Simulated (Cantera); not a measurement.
An isothermal, constant-pressure homogeneous reactor starts with CH3OH : O2 : N2 = 0.0014 : 0.04 : 1 (molar parts), equivalence ratio 0.052, at 1225 K and 2.90 bar.

Detailed kinetics in Cantera: GRI-Mech 3.0 (53 species, 325 reactions). GRI-Mech 3.0 was tuned for natural gas; its chemistry of methanol as a main component is partial and can be far from experiment.

Q: Predict: x(O2) at 50.0 s; x(NO) at 50.0 s; x(HO2) at 50.0 s.

A: 
| Item | Value |
|---|---|
| x(O2) at 50.0 s | 0.0364 (gas-phase equilibrium 0.0363) |
| x(NO) at 50.0 s | 2.39e-8 (gas-phase equilibrium 0.000109) |
| x(HO2) at 50.0 s | 1.01e-9 (gas-phase equilibrium 1.01e-9) |
